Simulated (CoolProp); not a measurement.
A single-stage vapour-compression cycle with R115: evaporating at 195.15 K (dew point), condensing at 244.15 K (bubble point), superheat 10 K, subcooling 8 K, compressor efficiency 0.9, no pressure losses. Each further row changes one setting.

Computed with CoolProp (reference Helmholtz-energy equation of state, Lemmon 2016).

```
case                              cooling COP  pressure ratio  discharge temperature (K)  refrigerating effect (kJ/kg)  volumetric capacity (kJ/m³)
--------------------------------  -----------  --------------  -------------------------  ----------------------------  ---------------------------
as stated                                3.08            13.2                      263.9                           107                          116
evaporating temperature 200.15 K          [?]            9.47                        [?]                           [?]                          [?]
condensing temperature 239.15 K          3.52             [?]                        [?]                           112                          121
subcooling 13 K                          3.21            13.2                      263.9                           112                          121
superheat 20 K                           3.10            13.2                      274.9                           113                          117
compressor efficiency 0.8                2.74            13.2                        [?]                           107                          116
```

Task: What belongs in the gaps?

Result: 
- evaporating temperature 200.15 K, cooling COP: 3.61
- evaporating temperature 200.15 K, discharge temperature (K): 261.8
- evaporating temperature 200.15 K, refrigerating effect (kJ/kg): 110
- evaporating temperature 200.15 K, volumetric capacity (kJ/m³): 163
- condensing temperature 239.15 K, pressure ratio: 10.7
- condensing temperature 239.15 K, discharge temperature (K): 258.9
- compressor efficiency 0.8, discharge temperature (K): 270.3
